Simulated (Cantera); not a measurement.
Charge: 1 mol SiF₄, 0.024 mol HCl, 520 mol H₂, equilibrated at 2623.15 K and 0.400 bar.

Method: chemical equilibrium by Gibbs-energy minimisation in Cantera with the NASA 1993 tables (ideal gas, pure condensed phases). Candidate condensed phases: Si; 37 gas species. The tables' values for SiF, SiF₂ are old estimates; treat these amounts as uncertain. Gases not in the tables: Si₂H₆ and higher silanes. Equilibrium is a limit: real reactors are often held back by kinetics, nucleation or transport.

Base state: H₂ 0.927, H 0.0641, HF 0.00718, Si 0.00142, SiH 0.000191, SiF 0.000115, SiH₂ 7.18e-5, SiF₂ 5.01e-5 (mole fractions); condensed: gas only.

Problem. What changes in the equilibrium state with this change: SiF₄ replaced by SiHCl₃?

Solution. 
```tsv
species	before	after
H₂	0.927	0.928
H	0.0641	0.0642
HCl	4.23e-5	0.00532
HF	0.00718	0
Si	0.00142	0.00154
SiF	0.000115	0
SiF₂	5.01e-5	0
SiCl	1.17e-7	1.61e-5
```
The tables' values for SiCl are old estimates; treat these amounts as uncertain.
